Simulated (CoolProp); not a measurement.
Vapour-liquid equilibrium of CH2F2 (R32) (1) + propane (2) at 0.439 MPa; x and y are mole fractions of (1).

Values from CoolProp's multi-fluid Helmholtz-energy mixture model, Tillner-Roth 1997 and Lemmon 2009; pair parameters Bell 2016.

| x | bubble temperature, mixture model (K) | bubble temperature, Raoult's law (K) | y, mixture model | y, Raoult's law |
|---|---|---|---|---|
| 0.05 | 260.0 | 269.5 | 0.300 | 0.082 |
| 0.2 | 248.4 | 266.5 | 0.568 | 0.298 |
| 0.35 | 246.4 | 263.9 | 0.615 | 0.476 |
| 0.5 | 246.2 | 261.5 | 0.621 | 0.627 |
| 0.65 | 246.2 | 259.4 | 0.623 | 0.757 |
| 0.8 | 246.6 | 257.5 | 0.650 | 0.870 |
| 0.95 | 250.9 | 255.8 | 0.823 | 0.969 |

The largest gap from Raoult's law is -18.1 K in bubble temperature, at x = 0.2. y crosses x between x = 0.5 and 0.65: the model has an azeotrope there.

Pair parameters are fitted to limited data, so mixtures are less certain than the pure fluids. With so large a gap from Raoult's law the liquid may split in two, which this calculation doesn't test in full.
